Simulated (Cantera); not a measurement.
## Thermodynamics of silicon etching in halogen gases, feed Si + Br₂ + H₂

Charge: 1 mol Si, 4.8 mol Br₂, a varied amount of H₂, equilibrated at 402 °C and 0.00133 bar.

These are equilibrium values from Cantera (NASA tables, ideal gas, pure condensed phases), not measurements of a reactor. Candidate condensed phases: Br₂, Si; 19 gas species. Equilibrium is a limit: real reactors are often held back by kinetics, nucleation or transport.

From 1.5 mol H₂ to 54 mol H₂ nothing is condensed. The main Si-bearing gas is SiBr₄ throughout.

```json
[
 {"n(H₂) (mol)": "1.5", "log p H₂": "-11.80", "log p HBr": "-3.12", "log p Br₂": "-3.49", "log p SiBr₄": "-3.60", "log p Br": "-6.44", "log p SiHBr₃": "<-14", "log p SiBr₃": "-14.69"},
 {"n(H₂) (mol)": "2.4", "log p H₂": "-10.95", "log p HBr": "-2.99", "log p Br₂": "-4.07", "log p SiBr₄": "-3.67", "log p Br": "-6.73", "log p SiHBr₃": "<-14", "log p SiBr₃": "-14.47"},
 {"n(H₂) (mol)": "3.7", "log p H₂": "-3.80", "log p HBr": "-3.00", "log p Br₂": "-11.25", "log p SiBr₄": "-3.75", "log p Br": "-10.32", "log p SiHBr₃": "-8.71", "log p SiBr₃": "-10.96"},
 {"n(H₂) (mol)": "5.8", "log p H₂": "-3.38", "log p HBr": "-3.11", "log p Br₂": "-11.88", "log p SiBr₄": "-3.86", "log p Br": "-10.64", "log p SiHBr₃": "-8.29", "log p SiBr₃": "-10.75"},
 {"n(H₂) (mol)": "9", "log p H₂": "-3.19", "log p HBr": "-3.23", "log p Br₂": "-12.32", "log p SiBr₄": "-3.98", "log p Br": "-10.86", "log p SiHBr₃": "-8.10", "log p SiBr₃": "-10.66"},
 {"n(H₂) (mol)": "14", "log p H₂": "-3.08", "log p HBr": "-3.38", "log p Br₂": "-12.72", "log p SiBr₄": "-4.13", "log p Br": "-11.06", "log p SiHBr₃": "-7.99", "log p SiBr₃": "-10.60"},
 {"n(H₂) (mol)": "22", "log p H₂": "-3.00", "log p HBr": "-3.54", "log p Br₂": "-13.12", "log p SiBr₄": "-4.29", "log p Br": "-11.25", "log p SiHBr₃": "-7.91", "log p SiBr₃": "-10.56"},
 {"n(H₂) (mol)": "34", "log p H₂": "-2.96", "log p HBr": "-3.70", "log p Br₂": "-13.49", "log p SiBr₄": "-4.45", "log p Br": "-11.44", "log p SiHBr₃": "-7.87", "log p SiBr₃": "-10.54"},
 {"n(H₂) (mol)": "54", "log p H₂": "-2.93", "log p HBr": "-3.89", "log p Br₂": "-13.89", "log p SiBr₄": "-4.64", "log p Br": "-11.64", "log p SiHBr₃": "-7.84", "log p SiBr₃": "-10.53"}
]
```
log p: log10 of the partial pressure in bar; nothing condenses.
